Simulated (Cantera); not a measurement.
A closed system holds: 1 mol Cr2O3, 640 mol H2, 20 mol N2, held at 0.00133 bar.

Method: chemical equilibrium by Gibbs-energy minimisation in Cantera with the NASA 1993 tables (ideal gas, pure condensed phases). Candidate condensed phases: Cr, CrN, Cr2N, Cr2O3, H2O; 29 gas species. Mutual solubility and eutectic melting of coexisting phases are not modelled. Equilibrium is a limit: real reactors are often held back by kinetics, nucleation or transport.

Task: Which condensed phases are stable at each of these points (T (°C)): 877, 927, 977, 1027, 1077, 1127, 1177, 1227, 1277, 1327, 1377?

Result: 
```tsv
T (°C)	condensed phases	Cr condensed (%)
877	Cr(s) + Cr2O3(s)	100.0
927	Cr(s) + Cr2O3(s)	100.0
977	Cr(s) + Cr2O3(s)	100.0
1027	Cr(s) + Cr2O3(s)	99.9
1077	Cr(s) + Cr2O3(s)	99.6
1127	Cr(s) + Cr2O3(s)	98.5
1177	Cr(s) + Cr2O3(s)	95.2
1227	Cr(s) + Cr2O3(s)	86.1
1277	Cr2O3(s)	63.1
1327	Cr2O3(s)	35.9
1377	gas only	0.0
```

From 877 °C to 1227 °C the condensed part is Cr(s) + Cr2O3(s). From 1277 °C to 1327 °C the condensed part is Cr2O3(s). At 1377 °C nothing is condensed.
